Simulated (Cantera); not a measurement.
# Stirred combustor or abatement burner

A perfectly stirred reactor is fed with CH4 : O2 : N2 = 1 : 1.5 : 4.18 (molar parts), equivalence ratio 1.3, at 900 Torr; it is adiabatic with a 375 K inlet, and is followed from long to short residence time, starting on the burning branch (τ in s: 0.17, 0.074, 0.033, 0.015, 0.0066, 0.003, 0.0013, 0.00059, 0.00026, 0.00012, 5.2e-05, 2.3e-05, 1e-05).

Model: GRI-Mech 3.0 (53 species, 325 reactions), integrated in Cantera.

```json
[
 {"τ (s)": "0.17", "T (K)": "2332", "x CH4": "6.45e-6", "x O2": "0.000123", "x HCN": "1.35e-6", "x C2H4": "6.14e-10", "x C2H": "3.88e-11", "x H2O2": "1.33e-8"},
 {"τ (s)": "0.074", "T (K)": "2328", "x CH4": "1.21e-5", "x O2": "0.000167", "x HCN": "2.82e-6", "x C2H4": "2.30e-9", "x C2H": "1.43e-10", "x H2O2": "1.61e-8"},
 {"τ (s)": "0.033", "T (K)": "2321", "x CH4": "2.05e-5", "x O2": "0.000245", "x HCN": "5.30e-6", "x C2H4": "7.09e-9", "x C2H": "4.46e-10", "x H2O2": "2.08e-8"},
 {"τ (s)": "0.015", "T (K)": "2312", "x CH4": "3.23e-5", "x O2": "0.000379", "x HCN": "9.00e-6", "x C2H4": "1.87e-8", "x C2H": "1.21e-9", "x H2O2": "2.80e-8"},
 {"τ (s)": "0.0066", "T (K)": "2298", "x CH4": "5.10e-5", "x O2": "0.000615", "x HCN": "1.44e-5", "x C2H4": "4.71e-8", "x C2H": "3.17e-9", "x H2O2": "3.89e-8"},
 {"τ (s)": "0.0030", "T (K)": "2281", "x CH4": "8.12e-5", "x O2": "0.000986", "x HCN": "2.15e-5", "x C2H4": "1.14e-7", "x C2H": "7.88e-9", "x H2O2": "5.30e-8"},
 {"τ (s)": "0.0013", "T (K)": "2258", "x CH4": "0.000141", "x O2": "0.00163", "x HCN": "3.20e-5", "x C2H4": "3.08e-7", "x C2H": "2.15e-8", "x H2O2": "7.19e-8"},
 {"τ (s)": "0.00059", "T (K)": "2233", "x CH4": "0.000258", "x O2": "0.00265", "x HCN": "4.64e-5", "x C2H4": "8.96e-7", "x C2H": "5.92e-8", "x H2O2": "9.53e-8"},
 {"τ (s)": "0.00026", "T (K)": "2202", "x CH4": "0.000532", "x O2": "0.00461", "x HCN": "6.83e-5", "x C2H4": "3.30e-6", "x C2H": "1.83e-7", "x H2O2": "1.33e-7"},
 {"τ (s)": "0.00012", "T (K)": "2156", "x CH4": "0.00122", "x O2": "0.00866", "x HCN": "9.13e-5", "x C2H4": "1.48e-5", "x C2H": "5.50e-7", "x H2O2": "2.16e-7"},
 {"τ (s)": "5.2e-5", "T (K)": "375", "x CH4": "0.150", "x O2": "0.225", "x HCN": "<1e-12", "x C2H4": "<1e-12", "x C2H": "<1e-12", "x H2O2": "<1e-12"},
 {"τ (s)": "2.3e-5", "T (K)": "375", "x CH4": "0.150", "x O2": "0.225", "x HCN": "<1e-12", "x C2H4": "<1e-12", "x C2H": "<1e-12", "x H2O2": "<1e-12"},
 {"τ (s)": "1.0e-5", "T (K)": "375", "x CH4": "0.150", "x O2": "0.225", "x HCN": "<1e-12", "x C2H4": "<1e-12", "x C2H": "<1e-12", "x H2O2": "<1e-12"}
]
```
x: mole fraction; the columns are a selection and need not sum to one.
